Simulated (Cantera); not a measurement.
A closed system holds: 1 mol CuO, 1.6 mol C, 0.27 mol CO, equilibrated at 873 K.

These are equilibrium values from Cantera (NASA tables, ideal gas, pure condensed phases), not measurements of a reactor. Candidate condensed phases: C, Cu, CuO, Cu2O; 15 gas species. Rates play no part.

log p: log10 of the partial pressure in bar; n: condensed amount in mol.

```csv
P (Pa),log p CO,log p CO2,n C(graphite),n Cu(s)
10,-4.00,-6.95,0.601,1.00
36,-3.45,-5.84,0.605,1.00
130,-2.89,-4.73,0.618,1.00
460,-2.36,-3.66,0.657,1.00
1700,-1.84,-2.62,[?],1.00
6000,-1.39,-1.72,[?],1.00
22000,-0.99,-0.93,[?],1.00
77000,-0.66,-0.26,1.13,1.00
280000,-0.34,0.37,1.18,1.00
1000000,-0.05,0.96,1.21,1.00
```

### Question
What belongs in the gaps?

### Answer

- 1700, n C(graphite): 0.758
- 6000, n C(graphite): 0.906
- 22000, n C(graphite): 1.04
